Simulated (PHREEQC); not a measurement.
A solution holds 110 mmol/kgw HCl, 1.1 mmol/kgw ZnSO4 and 0.053 mmol/kgw MnSO4, at 30 °C. Closed to the air; pH follows from the charge balance.

Model: ion-association model, wateq4f.dat, run in PHREEQC.

**Question.** The ionic strength comes out as 0.112 mol/kgw. What activity coefficients do MnCl+, SO4-2, ZnCl3-, ZnCl+, Cl- get?

**Answer.** MnCl+ 0.77, SO4-2 0.36, ZnCl3- 0.76, ZnCl+ 0.76, Cl- 0.75.

This is a speciation only: nothing precipitates in the calculation.
